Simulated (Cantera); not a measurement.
An isothermal, constant-pressure homogeneous reactor starts with C2H6 : N2 = 1 : 5.7 (molar parts), at 1575 K and 13300 Pa.

Model: GRI-Mech 3.0 (53 species, 325 reactions), integrated in Cantera. GRI-Mech 3.0 stops at C3 and has no aromatics, soot or wall deposition, so with more carbon than oxygen in the feed, carbon stays in small species such as C2H2 where larger ones or solid carbon would form.

**Question.** Predict: x(C2H6) at 60.0 s; x(C2H4) at 60.0 s; x(CH4) at 60.0 s; x(C2H2) at 60.0 s; x(HCN) at 60.0 s.

**Answer.** 
- x(C2H6) at 60.0 s = 7.22e-8 (gas-phase equilibrium 4.01e-8)
- x(C2H4) at 60.0 s = 0.000475 (gas-phase equilibrium 0.000263)
- x(CH4) at 60.0 s = 0.00191 (gas-phase equilibrium 0.00143)
- x(C2H2) at 60.0 s = 0.114 (gas-phase equilibrium 0.0628)
- x(HCN) at 60.0 s = 8.70e-7 (gas-phase equilibrium 0.103)
